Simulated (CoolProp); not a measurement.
c-C4F8 (RC318) along the isotherm 238.3 K: fugacity coefficient from the reference equation and from simpler models built on Tc = 388.4 K, pc = 2.778 MPa, ω = 0.355; each cubic takes its own stable root.

The numbers come from the reference Helmholtz-energy equation of state, Platzer 1990 in CoolProp. This equation is an older, rougher fit; its heat capacities, sound speeds and derivatives of the liquid may be far off and weren't checked against measurements.

| p (MPa) | phase | reference | van der Waals | Redlich-Kwong | Soave-Redlich-Kwong | Peng-Robinson |
|---|---|---|---|---|---|---|
| 0.0132 | gas | 0.9922 | 0.9956 | 0.9938 | 0.9926 | 0.9924 |
| 0.0271 | liquid | 0.9332 | [?] | [?] | 0.9353 | 0.9566 |
| 0.0556 | liquid | 0.4556 | 0.9817 | 0.9739 | 0.4567 | 0.4670 |
| 0.114 | liquid | 0.2230 | 0.9624 | 0.6093 | 0.2235 | 0.2285 |
| 0.234 | liquid | 0.1094 | 0.9227 | 0.2992 | 0.1097 | 0.1121 |
| 0.481 | liquid | 0.05400 | 0.5289 | [?] | 0.05421 | 0.05527 |
| 0.988 | liquid | 0.02709 | [?] | 0.07442 | [?] | 0.02767 |
| 2.03 | liquid | 0.01402 | 0.1452 | 0.03876 | [?] | 0.01426 |

Problem. Some entries are withheld; supply them.

Solution. 
- 0.0271, van der Waals: 0.9911
- 0.0271, Redlich-Kwong: 0.9872
- 0.481, Redlich-Kwong: 0.1479
- 0.988, van der Waals: 0.2703
- 0.988, Soave-Redlich-Kwong: 0.02724
- 2.03, Soave-Redlich-Kwong: 0.01414

At some of these states van der Waals, Redlich-Kwong gives the other phase, because its saturation line lies elsewhere.
